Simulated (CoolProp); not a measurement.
Vapour-liquid equilibrium of hydrogen sulfide (1) + n-heptane (2) at 68.75 °C; x and y are mole fractions of (1).

Model: multi-fluid Helmholtz-energy mixture model, Lemmon 2006 and Span 2003; pair parameters Kunz 2012, in CoolProp.

```json
[
 {"x": "0.05", "bubble pressure, mixture model (MPa)": "0.2764", "bubble pressure, Raoult's law (MPa)": "0.2947", "y, mixture model": "0.858", "y, Raoult's law": "0.875"},
 {"x": "0.125", "bubble pressure, mixture model (MPa)": "0.6541", "bubble pressure, Raoult's law (MPa)": "0.6787", "y, mixture model": "0.939", "y, Raoult's law": "0.950"},
 {"x": "0.2", "bubble pressure, mixture model (MPa)": "1.037", "bubble pressure, Raoult's law (MPa)": "1.063", "y, mixture model": "0.961", "y, Raoult's law": "0.971"},
 {"x": "0.275", "bubble pressure, mixture model (MPa)": "1.410", "bubble pressure, Raoult's law (MPa)": "1.447", "y, mixture model": "0.970", "y, Raoult's law": "0.981"},
 {"x": "0.35", "bubble pressure, mixture model (MPa)": "1.769", "bubble pressure, Raoult's law (MPa)": "1.831", "y, mixture model": "0.976", "y, Raoult's law": "0.986"},
 {"x": "0.425", "bubble pressure, mixture model (MPa)": "2.115", "bubble pressure, Raoult's law (MPa)": "2.215", "y, mixture model": "0.980", "y, Raoult's law": "0.990"},
 {"x": "0.5", "bubble pressure, mixture model (MPa)": "2.453", "bubble pressure, Raoult's law (MPa)": "2.599", "y, mixture model": "0.983", "y, Raoult's law": "0.993"},
 {"x": "0.575", "bubble pressure, mixture model (MPa)": "2.792", "bubble pressure, Raoult's law (MPa)": "2.983", "y, mixture model": "0.985", "y, Raoult's law": "0.994"},
 {"x": "0.65", "bubble pressure, mixture model (MPa)": "3.139", "bubble pressure, Raoult's law (MPa)": "3.367", "y, mixture model": "0.987", "y, Raoult's law": "0.996"},
 {"x": "0.725", "bubble pressure, mixture model (MPa)": "3.501", "bubble pressure, Raoult's law (MPa)": "3.751", "y, mixture model": "0.989", "y, Raoult's law": "0.997"},
 {"x": "0.8", "bubble pressure, mixture model (MPa)": "3.885", "bubble pressure, Raoult's law (MPa)": "4.135", "y, mixture model": "0.991", "y, Raoult's law": "0.998"},
 {"x": "0.875", "bubble pressure, mixture model (MPa)": "4.300", "bubble pressure, Raoult's law (MPa)": "4.519", "y, mixture model": "0.994", "y, Raoult's law": "0.999"},
 {"x": "0.95", "bubble pressure, mixture model (MPa)": "4.772", "bubble pressure, Raoult's law (MPa)": "4.903", "y, mixture model": "0.997", "y, Raoult's law": "1.000"}
]
```

The largest gap from Raoult's law is -6.8 % in bubble pressure, at x = 0.65. No azeotrope shows between x = 0.05 and 0.95.

Pair parameters are fitted to limited data, so mixtures are less certain than the pure fluids.
